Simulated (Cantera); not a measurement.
A closed system holds: 1 mol V, 1.7 mol N₂, held at 1273 K and 13.3 mbar.

Cantera equilibrium calculation (NASA polynomials, part measured and part estimated; ideal gas, pure solids and liquids). Candidate condensed phases: V, VN; 4 gas species. VN: taken at fixed stoichiometry. Condensed phases not in the tables: V₂N. The numbers say what is thermodynamically allowed, not how fast it happens.

Base state: N₂ 1.00 (mole fractions); condensed: VN(s).

Task: What changes in the equilibrium state with this change: temperature from 1273 K to 2650 K?

Result: 
| species | before | after |
|---|---|---|
| N₂ | 1.00 | 0.786 |
| V | <1e-9 | 0.214 |
| VN | <1e-9 | 3.45e-5 |
| VN(s), mol | 1.00 | 0 |
| V(l), mol | 0 | 0.538 |
Condensed phases not in the tables: V₂N, N, O or C dissolved in the metal.
